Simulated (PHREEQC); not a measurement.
KOH is added in steps, without added water, to 1 kg of water holding 2 mmol/kgw NH4Cl, 0.34 mmol/kgw Na2B4O7 and 48 mmol/kgw NaCl, at 85 °C. Oxygen alone is held at its pressure in air (log pO2 = -0.68). CO2 from the air is kept out. Only these solids could form: Halite.

Base run: PHREEQC, ion-association model, wateq4f.dat. Each further column changes one thing. The table gives pH.

| KOH added (mol) | base | Na2B4O7 replaced by NH4BF4 at the same molality | 0.00081 mol/kgw H2SO4 added | Na2B4O7 from 0.00034 to 0.0017 mol/kgw | no solid may form |
|---|---|---|---|---|---|
| 0 | 7.45 | 3.56 | 3.15 | 8.29 | 7.45 |
| 0.00065 | 7.92 | 4.15 | 3.67 | 8.44 | 7.92 |
| 0.001083 | 8.19 | 6.28 | 6.67 | ___ | 8.19 |
| 0.001733 | 8.58 | 7.44 | 7.55 | 8.68 | 8.58 |
| 0.002383 | 8.96 | 7.91 | 7.99 | 8.81 | 8.96 |
| 0.002817 | 9.18 | 8.21 | 8.26 | 8.90 | 9.18 |
| 0.003467 | 9.44 | 8.72 | ___ | 9.04 | 9.44 |
| 0.004117 | 9.63 | 9.19 | 9.02 | 9.18 | 9.63 |
| 0.00455 | 9.72 | ___ | 9.23 | 9.27 | 9.72 |
| 0.0052 | 9.84 | 9.61 | 9.47 | ___ | 9.84 |

Task: Fill in the missing entries.

Result: 
- 0.001083, Na2B4O7 from 0.00034 to 0.0017 mol/kgw: 8.54
- 0.003467, 0.00081 mol/kgw H2SO4 added: 8.65
- 0.00455, Na2B4O7 replaced by NH4BF4 at the same molality: 9.40
- 0.0052, Na2B4O7 from 0.00034 to 0.0017 mol/kgw: 9.41

Away from 25 °C the constants follow the database's enthalpies or fits; those with neither stay at their 25 °C values. Real BF4- forms and hydrolyses slowly; the run takes it at equilibrium. Solids allowed in the column '0.00081 mol/kgw H2SO4 added': Halite, Mirabilite.
